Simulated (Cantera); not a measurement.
Charge: 1 mol FeS2, 1.4 mol H2S, 4.2 mol CO2, held at 700 K and 14000 Pa.

Method: chemical equilibrium by Gibbs-energy minimisation in Cantera with the NASA 1993 tables (ideal gas, pure condensed phases). Candidate condensed phases: C, C6H6, C7H8, C8H18, Fe, Fe(CO)5, FeO, Fe(OH)2, Fe(OH)3, FeS, FeSO4, FeS2, Fe2O3, Fe2(SO4)3, Fe3O4, H2O, H2SO4, S; 127 gas species. Gases not in the tables: S3 to S7. Rates play no part.

**Question.** What is the equilibrium state?

**Answer.** 
```
Item                                        Value
--------------------------------------  ---------
x(CO2)                                      0.723
x(H2S)                                      0.222
x(H2O)                                     0.0261
x(COS)                                     0.0228
x(CO)                                     0.00293
x(S2)                                     0.00196
x(H2)                                    0.000996
x(CS2)                                   0.000172
n(FeS2(s))                               1.00 mol
gas amount                              5.611 mol
log10 activity of S(l) (absent)             -0.94
log10 activity of C(graphite) (absent)      -2.17
log10 activity of Fe(α) (absent)            -8.33
```
